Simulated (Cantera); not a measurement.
An adiabatic, constant-pressure homogeneous reactor starts with 13.5 % H₂, 18.2 % O₂, 68.4 % N₂, equivalence ratio 0.37, at 1200 K and 7500 Torr.

Cantera simulation using the H2/O2 subset of GRI-Mech 3.0, which has no nitrogen chemistry; the numbers are that mechanism's predictions, not measurements. The hydrogen kinetics of GRI-Mech 3.0 are dated; newer H2 mechanisms differ, most at raised pressure.

x: mole fraction; the columns are a selection and need not sum to one.

```csv
t (s),T (K),x H₂,x O₂,x H₂O₂,x O,x H,x OH
6.00e-6,1200,0.135,0.182,1.27e-8,8.37e-9,2.02e-8,4.27e-9
1.38e-5,1200,0.135,0.182,…,…,…,…
3.17e-5,1200,0.135,0.182,1.08e-6,7.42e-8,1.79e-7,4.08e-8
7.29e-5,1230,0.130,0.179,0.000291,4.64e-5,0.000122,5.08e-5
0.000167,2149,0.000107,0.122,4.64e-7,0.000215,1.38e-5,0.00237
0.000385,2149,0.000107,0.122,4.64e-7,0.000215,1.38e-5,0.00237
0.000885,2149,0.000107,0.122,4.64e-7,0.000215,1.38e-5,0.00237
0.00203,2149,0.000107,0.122,4.64e-7,0.000215,1.38e-5,0.00237
0.00468,2149,0.000107,0.122,4.64e-7,0.000215,1.38e-5,0.00237
0.0107,2149,0.000107,0.122,4.64e-7,0.000215,1.38e-5,0.00237
0.0247,2149,0.000107,0.122,4.64e-7,0.000215,1.38e-5,0.00237
0.0568,2149,0.000107,0.122,4.64e-7,0.000215,1.38e-5,0.00237
0.131,2149,0.000107,0.122,4.64e-7,0.000215,1.38e-5,0.00237
0.300,2149,0.000107,0.122,4.64e-7,0.000215,1.38e-5,0.00237
```

**Question.** What belongs in the gaps?

**Answer.** 
- 1.38e-5, x H₂O₂: 9.74e-8
- 1.38e-5, x O: 1.60e-8
- 1.38e-5, x H: 3.84e-8
- 1.38e-5, x OH: 8.32e-9
